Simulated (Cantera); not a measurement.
Input (Python, Cantera):

```python
import numpy as np
import cantera as ct

gas = ct.Solution("gri30.yaml")
gas.TPX = 800, 1000000, {'H2': 1, 'O2': 0.98, 'N2': 3.69}
inlet = ct.Reservoir(gas, clone=True)
gas.equilibrate("HP")  # start burning
reactor = ct.IdealGasConstPressureReactor(gas, energy="on", clone=False)
exhaust = ct.Reservoir(gas, clone=True)
tau = [0.19, 0.078, 0.032, 0.013, 0.0054, 0.0022, 0.00091, 0.00037, 0.00015, 6.3e-05][0]
for a, b in ((inlet, reactor), (reactor, exhaust)):
    ct.MassFlowController(a, b, mdot=lambda t: reactor.mass / tau)
net = ct.ReactorNet([reactor])
show = ['H2', 'O2', 'H2O2', 'N2O', 'NO']

rows = []
print(f"{'tau/s':>10s}{'T/K':>9s}" + "".join(f"{s:>11s}" for s in show))
for tau in [0.19, 0.078, 0.032, 0.013, 0.0054, 0.0022, 0.00091, 0.00037, 0.00015, 6.3e-05]:
    net.initial_time = 0.0
    net.advance(30 * tau)
    before = gas.X
    net.advance(40 * tau)
    drift = np.max(np.abs(gas.X - before) / (gas.X + 1e-9))
    rows.append([gas.T, *gas[show].X, drift])
    print(f"{tau:10.3e}{gas.T:9.1f}" + "".join(f"{x:11.3e}" for x in gas[show].X))
```

Result:

```
     tau/s      T/K         H2         O2       H2O2        N2O         NO
 1.900e-01   2078.9  1.062e-04  9.120e-02  4.401e-07  9.866e-07  2.206e-03
 7.800e-02   2081.2  1.110e-04  9.173e-02  4.465e-07  1.003e-06  1.129e-03
 3.200e-02   2082.4  1.200e-04  9.203e-02  4.539e-07  1.030e-06  5.201e-04
 1.300e-02   2082.5  1.397e-04  9.216e-02  4.666e-07  1.089e-06  2.352e-04
 5.400e-03   2081.8  1.826e-04  9.219e-02  4.932e-07  1.212e-06  1.158e-04
 2.200e-03   2079.9  2.752e-04  9.216e-02  5.513e-07  1.466e-06  6.426e-05
 9.100e-04   2076.0  4.540e-04  9.207e-02  6.627e-07  1.882e-06  4.268e-05
 3.700e-04   2069.1  7.931e-04  9.194e-02  8.565e-07  2.386e-06  3.242e-05
 1.500e-04   2057.6  1.410e-03  9.177e-02  1.153e-06  2.694e-06  2.630e-05
 6.300e-05   2039.4  2.452e-03  9.162e-02  1.552e-06  2.612e-06  2.199e-05
```

Computed with Cantera and GRI-Mech 3.0 (53 species, 325 reactions). The hydrogen kinetics of GRI-Mech 3.0 are dated; newer H2 mechanisms differ, most at raised pressure.
